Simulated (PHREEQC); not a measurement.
Consider water at 55 °C with 0.057 mol/kgw HCl, 0.00048 mol/kgw FeSO4 and 0.089 mol/kgw MgSO4. It is in equilibrium with CO2 at log p = -1 (atm). Otherwise closed; pH follows from the charge balance.

The numbers come from PHREEQC with the Pitzer model, pitzer.dat.

| quantity | before | after |
|---|---|---|
| pH | 1.80 | 2.53 |
| ionic strength (mol/kgw) | 0.346 | 0.0372 |
| SO4-2 (mol/kgw) | 0.0550 | 0.00683 |
| HSO4- (mol/kgw) | 0.0345 | 0.00212 |
| HCO3- (mol/kgw) | 1.00e-7 | 3.91e-7 |
| SI of Epsomite (MgSO4:7H2O) | -2.23 | -3.33 |
| SI of Hexahydrite (MgSO4:6H2O) | -2.25 | -3.35 |

### Question
Name the change that produced these shifts.
A. HCl from 0.057 to 0.0114 mol/kgw
B. temperature from 55 to 70 °C
C. temperature from 55 to 40 °C
D. diluted 10-fold with water

### Answer
D, diluted 10-fold with water

No solid was allowed to form. Away from 25 °C the constants follow the database's enthalpies or fits; those with neither stay at their 25 °C values.
